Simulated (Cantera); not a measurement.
A perfectly stirred reactor is fed with CH₄ : H₂ = 0.032 : 1 (molar parts), at 13300 Pa; it is held at 2150 K, and followed from long to short residence time.

Computed with Cantera and GRI-Mech 3.0 (53 species, 325 reactions). GRI-Mech 3.0 stops at C3 and has no aromatics, soot or wall deposition, so with more carbon than oxygen in the feed, carbon stays in small species such as C2H2 where larger ones or solid carbon would form.

Question: What does this change do: H2 1 to 0.51 parts?

Answer: 
```csv
quantity,before,after
x(CH₄) at τ = 16.0 s,0.000171,0.000230
x(H₂) at τ = 16.0 s,0.973,0.961
x(C₂H) at τ = 16.0 s,5.23e-6,9.78e-6
x(C₂H₆) at τ = 16.0 s,5.12e-10,9.38e-10
x(C₂H₂) at τ = 16.0 s,0.0148,0.0276
x(CH₄) at τ = 95.0 ms,0.00193,0.00270
x(H₂) at τ = 95.0 ms,0.973,0.960
x(C₂H) at τ = 95.0 ms,4.45e-6,8.39e-6
x(C₂H₆) at τ = 95.0 ms,5.48e-8,1.07e-7
x(C₂H₂) at τ = 95.0 ms,0.0138,0.0262
```
